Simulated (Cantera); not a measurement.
A diamond (100) surface in a fixed gas of H2 with x(CH4) = 0.003, x(H) = 0.0072, at 1250 K, 7500 Pa; coverages are run to steady state.

Cantera simulation using the Harris–Goodwin 1993 mechanism for the reconstructed diamond (100) surface; the numbers are that mechanism's predictions, not measurements.

θ: site fractions in the mechanism's names (c6HH fully hydrogenated, c6H* and c6*H radical sites, c6** diradical, c6HM methylated).

```json
[
 {"x(CH3)": "1e-06", "growth (µm/h)": "0.0290", "θ c6HH": "0.410", "θ c6H*": "0.0438", "θ c6*H": "0.509", "θ c6**": "0.0368", "θ c6HM": "7.59e-6"},
 {"x(CH3)": "2.7e-06", "growth (µm/h)": "0.0782", "θ c6HH": "0.410", "θ c6H*": "0.0438", "θ c6*H": "0.509", "θ c6**": "0.0368", "θ c6HM": "2.05e-5"},
 {"x(CH3)": "7e-06", "growth (µm/h)": "0.203", "θ c6HH": "0.410", "θ c6H*": "0.0438", "θ c6*H": "0.509", "θ c6**": "0.0368", "θ c6HM": "5.31e-5"},
 {"x(CH3)": "1.9e-05", "growth (µm/h)": "0.550", "θ c6HH": "0.410", "θ c6H*": "0.0438", "θ c6*H": "0.509", "θ c6**": "0.0367", "θ c6HM": "0.000144"},
 {"x(CH3)": "4.9e-05", "growth (µm/h)": "…", "θ c6HH": "0.410", "θ c6H*": "0.0438", "θ c6*H": "0.509", "θ c6**": "0.0367", "θ c6HM": "…"},
 {"x(CH3)": "0.00013", "growth (µm/h)": "3.75", "θ c6HH": "0.409", "θ c6H*": "0.0437", "θ c6*H": "0.508", "θ c6**": "0.0366", "θ c6HM": "0.000983"},
 {"x(CH3)": "0.00035", "growth (µm/h)": "…", "θ c6HH": "0.408", "θ c6H*": "0.0436", "θ c6*H": "0.507", "θ c6**": "0.0362", "θ c6HM": "…"},
 {"x(CH3)": "0.00092", "growth (µm/h)": "25.9", "θ c6HH": "0.406", "θ c6H*": "0.0432", "θ c6*H": "0.503", "θ c6**": "0.0352", "θ c6HM": "0.00681"},
 {"x(CH3)": "0.0024", "growth (µm/h)": "64.4", "θ c6HH": "0.399", "θ c6H*": "0.0424", "θ c6*H": "0.492", "θ c6**": "0.0330", "θ c6HM": "0.0171"}
]
```

**Question.** Fill in the missing entries.

**Answer.** 
- 4.9e-05, growth (µm/h): 1.42
- 4.9e-05, θ c6HM: 0.000371
- 0.00035, growth (µm/h): 10.0
- 0.00035, θ c6HM: 0.00263
